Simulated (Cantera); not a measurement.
Mixture: C2H4 : O2 : N2 : CO2 = 1 : 2.5 : 11.8 : 1.3 (molar parts), at 26.0 bar, adiabatic and at constant pressure. Ignition delay is the time to a rise of 400 K.

Model: GRI-Mech 3.0 (53 species, 325 reactions), integrated in Cantera. GRI-Mech 3.0 was tuned for natural gas; its chemistry of ethylene as a main component is partial and can be far from experiment. The pressure lies above the range GRI-Mech 3.0 was tuned for (to about 10 atm).

What does this change do: constant volume in place of constant pressure?


| quantity | before | after |
|---|---|---|
| delay at 1025 K | 30.0 ms | 29.9 ms |
| delay at 1175 K | 2.06 ms | 2.05 ms |
| delay at 1325 K | 92.2 µs | 91.4 µs |
| delay at 1475 K | 7.12 µs | 6.85 µs |
| delay at 1625 K | 1.72 µs | 1.59 µs |
| apparent activation energy between 1475 and 1625 K | 190 kJ/mol | 190 kJ/mol |

What does this change do: pressure from 26.0 bar to 0.320 bar?


```tsv
quantity	before	after
delay at 1025 K	30.0 ms	84.2 ms
delay at 1175 K	2.06 ms	0.966 ms
delay at 1325 K	92.2 µs	0.251 ms
delay at 1475 K	7.12 µs	0.121 ms
delay at 1625 K	1.72 µs	71.7 µs
apparent activation energy between 1475 and 1625 K	190 kJ/mol	70 kJ/mol
```
